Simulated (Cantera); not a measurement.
A perfectly stirred reactor is fed with 2.67 % CO, 1.91 % O₂, 0.0210 % H₂O, 95.4 % N₂, equivalence ratio 0.70, at 190000 Pa; it is held at 1025 K, and followed from long to short residence time.

Cantera simulation using GRI-Mech 3.0 (53 species, 325 reactions); the numbers are that mechanism's predictions, not measurements.

x: mole fraction; the columns are a selection and need not sum to one.

```json
[
 {"τ (s)": "20", "x CO": "0.0111", "x O₂": "0.0113", "x H₂O": "0.000208", "x CO₂": "0.0159", "x H": "(withheld)"},
 {"τ (s)": "3.8", "x CO": "0.0215", "x O₂": "0.0165", "x H₂O": "0.000207", "x CO₂": "0.00523", "x H": "(withheld)"},
 {"τ (s)": "0.70", "x CO": "0.0260", "x O₂": "0.0187", "x H₂O": "0.000209", "x CO₂": "0.000736", "x H": "(withheld)"},
 {"τ (s)": "0.13", "x CO": "0.0267", "x O₂": "0.0191", "x H₂O": "0.000210", "x CO₂": "5.06e-5", "x H": "(withheld)"},
 {"τ (s)": "0.024", "x CO": "0.0267", "x O₂": "0.0191", "x H₂O": "0.000210", "x CO₂": "1.90e-7", "x H": "3.10e-11"},
 {"τ (s)": "0.0044", "x CO": "0.0267", "x O₂": "0.0191", "x H₂O": "0.000210", "x CO₂": "1.73e-8", "x H": "4.48e-12"},
 {"τ (s)": "0.00082", "x CO": "0.0267", "x O₂": "0.0191", "x H₂O": "0.000210", "x CO₂": "2.33e-9", "x H": "<1e-12"},
 {"τ (s)": "0.00015", "x CO": "0.0267", "x O₂": "0.0191", "x H₂O": "0.000210", "x CO₂": "3.20e-10", "x H": "<1e-12"}
]
```

### Question
What belongs in the gaps?

### Answer

- 20, x H: 1.10e-8
- 3.8, x H: 1.22e-8
- 0.70, x H: 7.93e-9
- 0.13, x H: 2.78e-9
